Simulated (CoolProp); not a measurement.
Hydrogen chloride along the isobar 7810 kPa: density (kg/m³) from the reference equation and from simpler models built on Tc = 51.5 °C, pc = 8314 kPa, ω = 0.130; each cubic takes its own stable root.

Computed with CoolProp (reference Helmholtz-energy equation of state, Thol 2018).

```csv
T (°C),phase,reference
-74.15,liquid,1169
-52.15,liquid,1113
-30.15,liquid,1052
-8.05,liquid,981.4
13.95,liquid,896.2
35.95,liquid,772.4
57.95,gas,187.8
79.95,gas,141.1
```

How far does each simpler model (van der Waals, Redlich-Kwong, Soave-Redlich-Kwong) lie from the reference over these 8 states: mean and median of the absolute difference, and the worst?


- van der Waals: mean 31.2 %, median 39.6 %, worst -40.1 % at -74.15 °C and 7810 kPa
- Redlich-Kwong: mean 12.9 %, median 13.8 %, worst -21.9 % at 35.95 °C and 7810 kPa
- Soave-Redlich-Kwong: mean 12.1 %, median 12.6 %, worst -20.3 % at 35.95 °C and 7810 kPa
